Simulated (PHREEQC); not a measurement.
A made-up water analysis in mg/L, 25 °C, pH 1.96, pe 8.2:

| constituent | mg/L |
|---|---|
| Na | 140 |
| K | 181 |
| Ca | 58.5 |
| Mg | 24.2 |
| Cl | 53 |
| S(6) as SO4 | 1730 |
| Br | 0.19 |

Na is adjusted to close the charge balance.
Valence states are taken as typed.

Computed with PHREEQC (ion-association model, wateq4f.dat).

| quantity | before | after |
|---|---|---|
| SO4-2 (mol/kgw) | 0.0103 | 0.0216 |
| Na+ (mol/kgw) | 0.00860 | 0.0378 |
| HSO4- (mol/kgw) | 0.00646 | 0.0116 |
| K+ (mol/kgw) | 0.00448 | 0.00439 |
| Ca+2 (mol/kgw) | 0.000953 | 0.000834 |
| SI of Gypsum (CaSO4:2H2O) | -1.04 | -0.95 |
| SI of Halite (NaCl) | -6.63 | -6.04 |

### Question
Name the change that produced these shifts.
A) S(6) from 1730 to 3460 mg/L
B) S(6) from 1730 to 5190 mg/L
C) all concentrations times 3 at the same typed pH

### Answer
A, S(6) from 1730 to 3460 mg/L

This is a speciation only: nothing precipitates in the calculation.
